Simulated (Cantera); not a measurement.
# Adiabatic ignition

An adiabatic, constant-pressure homogeneous reactor starts with CH₄ : O₂ : N₂ : H₂O = 1 : 6.45 : 24.3 : 2.1 (molar parts), equivalence ratio 0.31, at 1700 K and 4950 Torr.

Cantera simulation using GRI-Mech 3.0 (53 species, 325 reactions); the numbers are that mechanism's predictions, not measurements.

| t (s) | T (K) | x CH₄ | x O₂ | x H₂O | x H | x CO₂ |
|---|---|---|---|---|---|---|
| 2.00e-6 | 1700 | 0.0295 | 0.191 | 0.0620 | 1.27e-7 | 1.72e-9 |
| 1.08e-5 | 1700 | 0.0293 | 0.190 | 0.0622 | 6.16e-7 | 5.28e-7 |
| 5.86e-5 | 2261 | <1e-12 | 0.130 | 0.117 | 0.000193 | 0.0275 |
| 0.000317 | 2288 | <1e-12 | 0.130 | 0.119 | 5.63e-5 | 0.0292 |
| 0.00172 | 2287 | <1e-12 | 0.130 | 0.119 | 5.60e-5 | 0.0292 |
| 0.00931 | 2284 | <1e-12 | 0.129 | 0.119 | 5.45e-5 | 0.0292 |
| 0.0504 | 2272 | <1e-12 | 0.126 | 0.119 | 4.98e-5 | 0.0292 |
| 0.273 | 2266 | <1e-12 | 0.125 | 0.119 | 4.75e-5 | 0.0292 |
| 1.48 | 2266 | <1e-12 | 0.125 | 0.119 | 4.75e-5 | 0.0292 |
| 8.00 | 2266 | <1e-12 | 0.125 | 0.119 | 4.75e-5 | 0.0292 |
x: mole fraction; the columns are a selection and need not sum to one.

| Item | Value |
|---|---|
| time of steepest temperature rise | 39.0 µs |
| temperature at 8.00 s | 2266 K |
| equilibrium temperature | 2266 K |
| x(CH₄) at 8.00 s | <1e-12 (gas-phase equilibrium <1e-12) |
| x(O₂) at 8.00 s | 0.125 (gas-phase equilibrium 0.125) |
| x(H₂O) at 8.00 s | 0.119 (gas-phase equilibrium 0.119) |
